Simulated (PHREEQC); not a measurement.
A solution holds 0.05 mol/kgw HCl, 0.00035 mol/kgw CaCl2 and 0.056 mol/kgw CuCl2, at 25 °C and 10 atm. Closed to the air; pH follows from the charge balance.

Equilibrium calculation in PHREEQC: ion-association model, phreeqc.dat.

Each row changes one thing in this solution. This is a speciation only: nothing precipitates in the calculation.

```csv
case,pH,ionic strength (mol/kgw)
as made,1.40,0.205
CuCl2 replaced by LiCl at the same molality,1.39,0.107
diluted 10-fold with water,(withheld),0.0216
temperature from 25 to 10 °C,1.40,(withheld)
0.013 mol/kgw CuSO4 added,(withheld),(withheld)
diluted 100-fold with water,3.32,0.00219
HCl left out,4.37,(withheld)
CuCl2 replaced by KCl at the same molality,1.39,0.107
CaCl2 from 0.00035 to 0.000525 mol/kgw,1.40,0.205
```

**Question.** Fill in the missing entries.

**Answer.** 
- diluted 10-fold with water, pH: 2.35
- temperature from 25 to 10 °C, ionic strength (mol/kgw): 0.212
- 0.013 mol/kgw CuSO4 added, pH: 1.45
- 0.013 mol/kgw CuSO4 added, ionic strength (mol/kgw): 0.230
- HCl left out, ionic strength (mol/kgw): 0.158

Complexes and solids missing from the database can't appear. Constants without temperature data keep their 25 °C values here.
